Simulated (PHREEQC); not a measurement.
Synthetic water in mg/L, 25 °C, pH 6.4, pe 9:

```csv
constituent,mg/L
Na,56.9
K,0.703
Ca,72.7
Mg,28
Cl,7.56
S(6) as SO4,171
Alkalinity as HCO3,277
N(5) as NO3,15.1
```

Na is adjusted to close the charge balance.
Valence states are taken as typed.

Computed with PHREEQC (ion-association model, phreeqc.dat).

Precipitation was switched off in this run.

Task: Order these Mg species by the share of Mg that they hold, largest first: Mg+2, MgSO4, MgHCO3+.

Result: Mg+2 (85 %), MgSO4 (12 %), MgHCO3+ (2.9 %)

Task: Order these Ca species by the share of Ca that they hold, largest first: Ca+2, CaHCO3+, CaSO4.

Result: Ca+2 (87 %), CaSO4 (9.5 %), CaHCO3+ (3.2 %)

The pH is 6.40 and the ionic strength 0.0118 mol/kgw. Complexes and solids missing from the database can't appear.
